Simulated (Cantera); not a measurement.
Feed: 1 mol Si₃N₄, 700 mol H₂, 0.87 mol O₂, 0.0012 mol N₂, equilibrated at 0.233 Torr.

Method: chemical equilibrium by Gibbs-energy minimisation in Cantera with the NASA 1993 tables (ideal gas, pure condensed phases). Candidate condensed phases: H₂O, Si, SiO₂, Si₂N₂O, Si₃N₄; 35 gas species. Gases not in the tables: Si₂H₆ and higher silanes. Rates play no part.

What share of the Si ends up in condensed phases as a function of T (K), at 1473, 1523, 1573, 1623, 1673, 1723, 1773, 1823, 1873?


| T (K) | Si condensed (%) | as |
|---|---|---|
| 1473 | 41.5 | Si(s) |
| 1523 | 40.5 | Si(s) |
| 1573 | 37.5 | Si(s) |
| 1623 | 29.4 | Si(s) |
| 1673 | 8.6 | Si(s) |
| 1723 | 0.0 | - |
| 1773 | 0.0 | - |
| 1823 | 0.0 | - |
| 1873 | 0.0 | - |
